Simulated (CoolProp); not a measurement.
Ethylbenzene along the isotherm 620 K: fugacity coefficient from the reference equation and from simpler models built on Tc = 617.1 K, pc = 36.22 bar, ω = 0.304; each cubic takes its own stable root.

The numbers come from the reference Helmholtz-energy equation of state, Zhou 2012 in CoolProp.

```json
[
 {"p (bar)": "12.1", "phase": "gas", "reference": "0.8849"},
 {"p (bar)": "24.1", "phase": "gas", "reference": "0.7742"},
 {"p (bar)": "36.2", "phase": "gas", "reference": "0.6581"},
 {"p (bar)": "48.3", "phase": "supercritical", "reference": "0.5268"},
 {"p (bar)": "60.4", "phase": "supercritical", "reference": "0.4440"},
 {"p (bar)": "72.4", "phase": "supercritical", "reference": "0.3891"},
 {"p (bar)": "84.5", "phase": "supercritical", "reference": "0.3498"},
 {"p (bar)": "96.6", "phase": "supercritical", "reference": "0.3207"},
 {"p (bar)": "109", "phase": "supercritical", "reference": "0.2979"},
 {"p (bar)": "121", "phase": "supercritical", "reference": "0.2806"},
 {"p (bar)": "133", "phase": "supercritical", "reference": "0.2668"},
 {"p (bar)": "145", "phase": "supercritical", "reference": "0.2556"},
 {"p (bar)": "157", "phase": "supercritical", "reference": "0.2464"},
 {"p (bar)": "169", "phase": "supercritical", "reference": "0.2389"},
 {"p (bar)": "181", "phase": "supercritical", "reference": "0.2326"}
]
```

Task: How far does each simpler model (van der Waals, Redlich-Kwong, Soave-Redlich-Kwong, Peng-Robinson) lie from the reference over these 15 states: mean and median of the absolute difference, and the worst?

Result: 
- van der Waals: mean 19.7 %, median 20.0 %, worst +37.3 % at 620 K and 181 bar
- Redlich-Kwong: mean 7.4 %, median 8.0 %, worst +12.8 % at 620 K and 181 bar
- Soave-Redlich-Kwong: mean 7.8 %, median 8.5 %, worst +13.4 % at 620 K and 181 bar
- Peng-Robinson: mean 1.5 %, median 1.6 %, worst +2.5 % at 620 K and 181 bar
